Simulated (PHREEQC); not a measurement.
A PHREEQC speciation (ion-association model, phreeqc.dat) at 20 °C gives pH 1.25 and these molalities:

```csv
species,mol/kgw
H+,0.0694
HSO4-,0.0578
SO4-2,0.0282
Fe+2,0.0196
FeSO4,0.00962
FeHSO4+,0.00478
Mn+2,0.000403
MnSO4,0.000197
```

Question: What are the element totals, and what could have been dissolved in 1 kg of water to give them?

Answer: This is not unique; one that fits is totals Fe(2) 0.0340, Mn(2) 0.000600, S(6) 0.101 mol/kgw, from 0.066 mol H2SO4, 0.034 mol FeSO4 and 0.0006 mol MnSO4 per kg of water.

Precipitation was switched off in this run.
